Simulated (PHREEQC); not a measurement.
A solution holds 0.07 mol H2SO4, 5e-05 mol KNO3, 0.00011 mol CuSO4 and 0.1 mol Fe(NO3)3 per kg of water, at 25 °C. Closed to the air; pH follows from the charge balance.

Equilibrium calculation in PHREEQC: ion-association model, phreeqc.dat.

This is a speciation only: nothing precipitates in the calculation.

Question: Order these S species by the share of S that they hold, largest first: FeHSO4+2, HSO4-, FeSO4+, SO4-2, Fe(SO4)2-.

Answer: FeSO4+ (54 %), FeHSO4+2 (30 %), HSO4- (11 %), SO4-2 (4.4 %), Fe(SO4)2- (1.4 %)

The pH is 1.06 and the ionic strength 0.459 mol/kgw. Examples of supersaturated solids here: Hematite (slow to form), Goethite (slow to form). Others may be too.
